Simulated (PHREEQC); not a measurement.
A solution holds 0.3 mol HF, 6.7e-05 mol (CH3)4NF and 7.5e-05 mol (NH4)2SiF6 per kg of water, at 60 °C. Closed to the air; pH follows from the charge balance.

Model: ion-association model, phreeqc.dat, run in PHREEQC.

Precipitation was switched off in this run.

Task: Order these F species by the share of F that they hold, largest first: HF2-, HF, F-, SiF6-2.

Result: HF (91 %), HF2- (6.0 %), F- (2.5 %), SiF6-2 (0.15 %)

The pH is 1.84 and the ionic strength 0.0166 mol/kgw. (CH3)4N+ isn't in the database: it is added as a free cation with an ion size of 4 Å. At this temperature some constants are extrapolated from 25 °C, and those without enthalpy data are left unchanged. SiF6-2 is the database's only silicon fluoride.
